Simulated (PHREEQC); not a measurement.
Synthetic water in mmol/kgw, 35 °C, pH 1.96, pe 9.1:

```csv
constituent,mmol/kgw
Na,5.98
K,0.146
Ca,1.97
Mg,1.16
Cl,3.63
S(6),15.2
Cd,0.00248
```

Na is adjusted to close the charge balance.
Valence states are taken as typed.

Equilibrium calculation in PHREEQC: ion-association model, phreeqc.dat.

No solid was allowed to form.

### Question
Order these Cd species by the share of Cd that they hold, largest first: CdSO4, Cd+2, CdCl2, CdCl+, Cd(SO4)2-2.

### Answer
Cd+2 (55 %), CdSO4 (32 %), CdCl+ (9.7 %), Cd(SO4)2-2 (2.7 %), CdCl2 (0.11 %)

The pH is 1.96 and the ionic strength 0.0355 mol/kgw.
